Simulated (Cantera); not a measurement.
## Tantalum, niobium, vanadium and zirconium in process gases: Ta(OEt)5 + H2O

Charge: 1 mol Ta(OEt)5, 0.14 mol H2O, at 0.650 bar.

Method: chemical equilibrium by Gibbs-energy minimisation in Cantera with the NASA 1993 tables (ideal gas, pure condensed phases). Candidate condensed phases: C, C6H6, C7H8, C8H18, H2O, Ta, TaC, Ta2O5; 113 gas species. The feed counts by its element totals alone. TaC: taken at fixed stoichiometry. Condensed phases not in the tables: Ta2C. Kinetics and transport are ignored.

```tsv
T (K)	x H2	x CO	x H	x C2H2 (acetylene)	n C(graphite)	n Ta2O5(s)	n TaC(s)
1200	0.819	0.171	2.22e-7	8.41e-8	7.30	0.500	0
1300	0.707	0.288	1.15e-6	4.08e-7	3.84	0	1.00
1400	0.709	0.289	5.08e-6	1.79e-6	3.85	0	1.00
1500	0.710	0.289	1.84e-5	6.41e-6	3.85	0	1.00
1600	0.710	0.289	5.68e-5	1.95e-5	3.85	0	1.00
1700	0.710	0.289	0.000154	5.21e-5	3.85	0	1.00
1800	0.710	0.289	0.000374	0.000125	3.85	0	1.00
1900	0.710	0.289	0.000829	0.000271	3.85	0	1.00
2000	0.709	0.289	0.00170	0.000544	3.84	0	1.00
2100	0.707	0.289	0.00325	0.00102	3.82	0	1.00
2200	0.704	0.288	0.00586	0.00180	3.79	0	1.00
2300	0.699	0.288	0.0100	0.00302	3.75	0	1.00
2400	0.692	0.287	0.0164	0.00482	3.68	0	1.00
2500	0.681	0.285	0.0257	0.00737	3.59	0	1.00
```
x: gas mole fraction; n: condensed amount in mol.

At 1200 K the condensed part is C(graphite) + Ta2O5(s). From 1300 K to 2500 K the condensed part is C(graphite) + TaC(s).
